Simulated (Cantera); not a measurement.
## Thermodynamics of silicon epitaxy and polysilicon growth, feed Si₂Cl₆ + Cl₂ + N₂

Charge: 1 mol Si₂Cl₆, 0.18 mol Cl₂, 3.3 mol N₂, equilibrated at 1125 K.

Equilibrium computed with Cantera from the NASA thermochemical tables; the gas is ideal and each condensed phase is pure. Candidate condensed phases: Si, Si₃N₄; 13 gas species. The feed counts by its element totals alone. N₂ is the only nitrogen source here; it is nearly inert below about 1500 K, so the nitride shown seldom forms there in practice. The tables' values for SiCl₃ are old estimates; treat these amounts as uncertain. Equilibrium is a limit: real reactors are often held back by kinetics, nucleation or transport.

From 1.00 mbar to 2.00 bar the condensed part is Si₃N₄(s). The main Si-bearing gas is SiCl₄ throughout.

| P (Pa) | x N₂ | x SiCl₄ | x SiCl₃ | x SiCl₂ | x Cl | x Cl₂ | n Si₃N₄(s) |
|---|---|---|---|---|---|---|---|
| 100 | 0.654 | 0.337 | 0.00704 | 0.00181 | 2.37e-6 | 1.34e-9 | 0.133 |
| 460 | 0.655 | 0.341 | 0.00376 | 0.000511 | 9.77e-7 | 1.04e-9 | 0.135 |
| 2100 | 0.655 | 0.342 | 0.00200 | 0.000144 | 4.04e-7 | 8.13e-10 | 0.136 |
| 9600 | 0.655 | 0.343 | 0.00107 | 4.07e-5 | 1.66e-7 | 6.32e-10 | 0.136 |
| 44000 | 0.656 | 0.344 | 0.000566 | 1.15e-5 | 6.85e-8 | 4.91e-10 | 0.136 |
| 200000 | 0.656 | 0.344 | 0.000301 | 3.25e-6 | 2.83e-8 | 3.81e-10 | 0.137 |
x: gas mole fraction; n: condensed amount in mol.
